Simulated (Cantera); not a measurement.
A Cantera script and its output.

```python
import numpy as np
import cantera as ct

gas = ct.Solution("gri30.yaml")
gas.TPX = 625, 63000, {'CO': 1, 'H2': 0.042, 'O2': 0.326, 'N2': 1.22, 'CO2': 0.67}
inlet = ct.Reservoir(gas, clone=True)
gas.equilibrate("HP")  # start burning
reactor = ct.IdealGasConstPressureReactor(gas, energy="on", clone=False)
exhaust = ct.Reservoir(gas, clone=True)
tau = [0.14, 0.052, 0.02, 0.0074, 0.0028, 0.0011, 0.0004, 0.00015, 5.7e-05][0]
for a, b in ((inlet, reactor), (reactor, exhaust)):
    ct.MassFlowController(a, b, mdot=lambda t: reactor.mass / tau)
net = ct.ReactorNet([reactor])
show = ['CO', 'H2', 'O2', 'H2O', 'CO2']

rows = []
print(f"{'tau/s':>10s}{'T/K':>9s}" + "".join(f"{s:>11s}" for s in show))
for tau in [0.14, 0.052, 0.02, 0.0074, 0.0028, 0.0011, 0.0004, 0.00015, 5.7e-05]:
    net.initial_time = 0.0
    net.advance(30 * tau)
    before = gas.X
    net.advance(40 * tau)
    drift = np.max(np.abs(gas.X - before) / (gas.X + 1e-9))
    rows.append([gas.T, *gas[show].X, drift])
    print(f"{tau:10.3e}{gas.T:9.1f}" + "".join(f"{x:11.3e}" for x in gas[show].X))
```

Output:

```
     tau/s      T/K         CO         H2         O2        H2O        CO2
 1.400e-01   1992.7  1.390e-01  8.941e-04  3.338e-03  1.255e-02  4.279e-01
 5.200e-02   1943.8  1.452e-01  9.503e-04  6.492e-03  1.204e-02  4.193e-01
 2.000e-02   1871.9  1.540e-01  1.038e-03  1.093e-02  1.134e-02  4.071e-01
 7.400e-03   1771.8  1.653e-01  1.157e-03  1.661e-02  1.033e-02  3.911e-01
 2.800e-03   1651.9  1.775e-01  1.269e-03  2.266e-02  9.001e-03  3.734e-01
 1.100e-03   1515.5  1.903e-01  1.331e-03  2.912e-02  7.472e-03  3.544e-01
 4.000e-04   1305.3  2.171e-01  1.619e-03  4.382e-02  6.860e-03  3.190e-01
 1.500e-04    625.0  3.069e-01  1.289e-02  1.001e-01 -1.423e-15  2.056e-01
 5.700e-05    625.0  3.069e-01  1.289e-02  1.001e-01  3.357e-18  2.056e-01
```

Cantera simulation using GRI-Mech 3.0 (53 species, 325 reactions); the numbers are that mechanism's predictions, not measurements.
